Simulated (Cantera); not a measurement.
# Diamond growth

A diamond (100) surface in a fixed gas of H2 with x(CH4) = 0.017, x(CH3) = 2.6e-05, at 1125 K, 82.5 Torr; coverages are run to steady state.

Model: the Harris–Goodwin 1993 mechanism for the reconstructed diamond (100) surface, integrated in Cantera.

```csv
x(H),growth (µm/h),θ c6HH,θ c6H*,θ c6*H,θ c6**,θ c6HM
0.0001,0.123,0.600,0.0244,0.365,0.00559,0.00345
0.0002,0.262,0.551,0.0271,0.406,0.00937,0.00390
0.00039,0.491,0.523,0.0286,0.428,0.0132,0.00397
0.00076,0.827,0.507,0.0295,0.441,0.0163,0.00359
0.0015,1.25,0.499,0.0300,0.448,0.0185,0.00283
0.0029,1.65,0.495,0.0303,0.452,0.0199,0.00197
0.0058,1.99,0.493,0.0305,0.454,0.0207,0.00120
0.011,2.20,0.492,0.0307,0.455,0.0211,0.000703
0.022,2.34,0.491,0.0310,0.456,0.0214,0.000375
```
θ: site fractions in the mechanism's names (c6HH fully hydrogenated, c6H* and c6*H radical sites, c6** diradical, c6HM methylated).
